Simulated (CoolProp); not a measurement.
Saturated liquid density (kg/m³) of benzene: the reference equation beside estimates from Tc = 562.0 K, pc = 49.06 bar, ω = 0.211. Rackett uses Z = 0.29056 − 0.08775 ω.

Values from CoolProp's reference Helmholtz-energy equation of state, Thol 2012.

| T (K) | reference | Rackett | van der Waals | Redlich-Kwong | Peng-Robinson |
|---|---|---|---|---|---|
| 324.9 | 844.7 | 833.7 | 513.0 | 756.9 | 872.2 |
| 345.6 | 821.9 | 812.2 | 500.3 | 735.2 | 850.9 |
| 366.4 | 798.4 | 789.6 | 486.9 | 711.8 | 827.4 |
| 387.2 | 774.1 | 765.9 | 472.6 | 686.6 | 801.6 |
| 408 | 748.7 | 740.9 | 457.3 | 659.3 | 772.9 |
| 428.7 | 722.1 | 714.5 | 440.8 | 629.9 | 741.1 |
| 449.5 | 693.4 | 685.9 | 422.8 | 597.5 | 705.2 |
| 470.3 | 662.2 | 654.7 | 402.9 | 561.6 | 664.1 |

Absolute difference from the reference over all 8 rows, mean and median: Rackett 1.1 and 1.1 %, van der Waals 39.1 and 39.0 %, Redlich-Kwong 12.1 and 11.6 %, Peng-Robinson 2.7 and 3.2 %.
